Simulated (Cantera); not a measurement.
A closed system holds: 1 mol SiH4, 3.8 mol NH3, held at 1675 °C and 0.540 bar.

Method: chemical equilibrium by Gibbs-energy minimisation in Cantera with the NASA 1993 tables (ideal gas, pure condensed phases). Candidate condensed phases: Si, Si3N4; 18 gas species. Mutual solubility and eutectic melting of coexisting phases are not modelled. Gases not in the tables: Si2H6 and higher silanes. Kinetics and transport are ignored.

Base state: H2 0.847, N2 0.151, H 0.00142, SiH2 6.64e-5, Si 4.30e-5, SiH 2.24e-5 (mole fractions); condensed: Si(l) + Si3N4(s).

Task: What changes in the equilibrium state with this change: temperature from 1675 °C to 850 °C?

Result: 
| species | before | after |
|---|---|---|
| H2 | 0.847 | 0.862 |
| N2 | 0.151 | 0.138 |
| NH3 | 3.60e-6 | 4.50e-5 |
| H | 0.00142 | 5.38e-8 |
| SiH2 | 6.64e-5 | <1e-9 |
| Si | 4.30e-5 | <1e-9 |
| SiH | 2.24e-5 | <1e-9 |
| Si(l), mol | 0.205 | 0 |
| Si3N4(s), mol | 0.265 | 0.333 |

Task: What changes in the equilibrium state with this change: temperature from 1675 °C to 1800 °C?

Result: 
```json
[
 {"species": "H2", "before": "0.847", "after": "0.799"},
 {"species": "N2", "before": "0.151", "after": "0.198"},
 {"species": "H", "before": "0.00142", "after": "0.00320"},
 {"species": "Si", "before": "4.30e-5", "after": "0.000185"},
 {"species": "SiN", "before": "3.63e-6", "after": "1.33e-5"},
 {"species": "Si2N", "before": "5.01e-6", "after": "1.63e-5"},
 {"species": "SiH", "before": "2.24e-5", "after": "6.97e-5"},
 {"species": "Si(l), mol", "before": "0.205", "after": "0.996"},
 {"species": "Si3N4(s), mol", "before": "0.265", "after": "0"}
]
```
The tables' values for SiN are old estimates; treat these amounts as uncertain.

Task: What changes in the equilibrium state with this change: temperature from 1675 °C to 652 °C?

Result: 
| species | before | after |
|---|---|---|
| H2 | 0.847 | 0.862 |
| N2 | 0.151 | 0.138 |
| NH3 | 3.60e-6 | 0.000160 |
| H | 0.00142 | <1e-9 |
| SiH2 | 6.64e-5 | <1e-9 |
| Si | 4.30e-5 | <1e-9 |
| SiH | 2.24e-5 | <1e-9 |
| Si(l), mol | 0.205 | 0 |
| Si3N4(s), mol | 0.265 | 0.333 |
